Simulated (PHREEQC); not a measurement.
Dissolve 130 mmol/kgw NH4Cl, 0.053 mmol/kgw NaOH and 4.3 mmol/kgw LiCl at 10 °C. It is in equilibrium with CO2 at log p = 0 (atm). Otherwise closed; pH follows from the charge balance.

Model: ion-association model, phreeqc.dat, run in PHREEQC.

Each row changes one thing in this solution. No solid was allowed to form.

```
case                                     pH  HCO3- (mol/kgw)  NH3 (mol/kgw)  NaHCO3 (mol/kgw)  CO3-2 (mol/kgw)  SI of Halite (NaCl)
-------------------------------------  ----  ---------------  -------------  ----------------  ---------------  -------------------
as made                                3.92         0.000199        1.43e-7           3.76e-9         1.17e-10                -6.94
NH4Cl from 0.13 to 0.013 mol/kgw       3.94         0.000181        1.83e-8           4.58e-9         7.42e-11                -7.71
NaOH from 5.3e-05 to 7.95e-05 mol/kgw  3.96         0.000214        1.54e-7           6.08e-9         1.36e-10                -6.77
NH4Cl from 0.13 to 0.143 mol/kgw       3.92         0.000199        1.55e-7           3.71e-9         1.20e-10                -6.91
LiCl from 0.0043 to 0.00473 mol/kgw    3.92         0.000199        1.43e-7           3.75e-9         1.17e-10                -6.94
```

Carbamate, which ammonia and carbonate form, is missing from the database. Constants without temperature data keep their 25 °C values here.
